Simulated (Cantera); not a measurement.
## Thermodynamics of aluminium and copper etching, feed Cu + HF

Charge: 1 mol Cu, 5 mol HF, held at 573 K and 0.110 bar.

These are equilibrium values from Cantera (NASA tables, ideal gas, pure condensed phases), not measurements of a reactor. Candidate condensed phases: Cu, CuF2; 15 gas species. Equilibrium is a limit: real reactors are often held back by kinetics, nucleation or transport.

```yaml
x(HF): 1.000
x(H2F2): 6.15e-5
n(Cu(s)): 1.00 mol
gas_amount: 5.000 mol
```
